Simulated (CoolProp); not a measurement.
Saturation properties of 1,2-dichloroethane.

Computed with CoolProp (reference Helmholtz-energy equation of state, Thol 2015).

```json
[
 {"T (K)": "351.8", "p (bar)": "0.8681", "liquid cp (kJ/(kg K))": "1.358", "vapour Z": "___"},
 {"T (K)": "356.5", "p (bar)": "1.009", "liquid cp (kJ/(kg K))": "1.365", "vapour Z": "0.9704"},
 {"T (K)": "361.2", "p (bar)": "1.166", "liquid cp (kJ/(kg K))": "1.371", "vapour Z": "0.9671"},
 {"T (K)": "365.9", "p (bar)": "1.343", "liquid cp (kJ/(kg K))": "1.377", "vapour Z": "0.9635"},
 {"T (K)": "370.6", "p (bar)": "1.540", "liquid cp (kJ/(kg K))": "1.384", "vapour Z": "0.9596"},
 {"T (K)": "375.2", "p (bar)": "1.754", "liquid cp (kJ/(kg K))": "1.391", "vapour Z": "0.9556"},
 {"T (K)": "379.9", "p (bar)": "1.996", "liquid cp (kJ/(kg K))": "1.398", "vapour Z": "0.9512"},
 {"T (K)": "384.6", "p (bar)": "2.263", "liquid cp (kJ/(kg K))": "1.406", "vapour Z": "0.9466"},
 {"T (K)": "389.3", "p (bar)": "2.557", "liquid cp (kJ/(kg K))": "___", "vapour Z": "0.9416"},
 {"T (K)": "394", "p (bar)": "2.879", "liquid cp (kJ/(kg K))": "1.421", "vapour Z": "0.9364"},
 {"T (K)": "398.7", "p (bar)": "___", "liquid cp (kJ/(kg K))": "1.429", "vapour Z": "0.9309"}
]
```

What belongs in the gaps?


- 351.8, vapour Z: 0.9735
- 389.3, liquid cp (kJ/(kg K)): 1.413
- 398.7, p (bar): 3.232

It boils at 356.6 K under 1 atm.
